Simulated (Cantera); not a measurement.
Feed: 1 mol AlCl3, 3.4 mol H2O, 1.9 mol N2, 0.43 mol O2, equilibrated at 4.70 mbar.

These are equilibrium values from Cantera (NASA tables, ideal gas, pure condensed phases), not measurements of a reactor. Candidate condensed phases: Al, AlCl3, AlN, Al2O3, H2O, NH4Cl; 45 gas species. Rates play no part.

### Question
At 1702 °C, list the 6 most abundant gas species with their mole fractions, and the condensed phases.

### Answer
HCl 0.334, H2O 0.283, N2 0.256, Cl 0.0709, O2 0.0395, OH 0.00765. Condensed: Al2O3(s).
